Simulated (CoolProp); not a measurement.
Properties of methanol along the isotherm 49.45 °C.

Values from CoolProp's reference Helmholtz-energy equation of state, de Reuck 1993.

| p (MPa) | phase | density (kg/m³) | speed of sound (m/s) | expansivity (1/kK) | conductivity (mW/(m K)) | Prandtl number |
|---|---|---|---|---|---|---|
| 0.26 | liquid | 763.3 | 1024 | 1.264 | 196 | 5.41 |
| 0.493 | liquid | 763.6 | 1026 | 1.261 | 196 | 5.41 |
| 0.934 | liquid | … | 1029 | 1.256 | 196 | … |
| 1.77 | liquid | 765.0 | 1035 | 1.248 | 196 | 5.43 |
| 3.36 | liquid | 766.8 | … | 1.231 | 197 | 5.46 |
| 6.36 | liquid | 770.0 | 1067 | 1.203 | 199 | 5.51 |
| 12.1 | liquid | 775.8 | … | 1.154 | 201 | 5.60 |
| 22.9 | liquid | 785.8 | 1164 | 1.079 | 206 | 5.75 |
| 43.3 | liquid | 802.3 | 1261 | … | 216 | … |
| 82.2 | liquid | 828.0 | 1411 | 0.8440 | 233 | 6.34 |

Problem. Complete the blanks.

Solution. 
- 0.934, density (kg/m³): 764.1
- 0.934, Prandtl number: 5.42
- 3.36, speed of sound (m/s): 1047
- 12.1, speed of sound (m/s): 1103
- 43.3, expansivity (1/kK): 0.9740
- 43.3, Prandtl number: 5.99

Viscosity comes from a separate model (Xiang 2006). Thermal conductivity comes from a separate model (Sykioti 2013).
